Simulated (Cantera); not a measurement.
Charge: 1 mol (CH3)2SiCl2, 0.011 mol C2H2, 97 mol H2, 0.023 mol CH4, equilibrated at 1.00 bar.

Equilibrium computed with Cantera from the NASA thermochemical tables; the gas is ideal and each condensed phase is pure. Candidate condensed phases: C, C6H6, C7H8, C8H18, Si, SiC; 109 gas species. The feed counts by its element totals alone. Kinetics and transport are ignored.

At 1400 K, list the 3 most abundant gas species with their mole fractions, and the condensed phases.

H2 0.976, HCl 0.0199, CH4 0.00411. Condensed: C(graphite) + SiC(s).
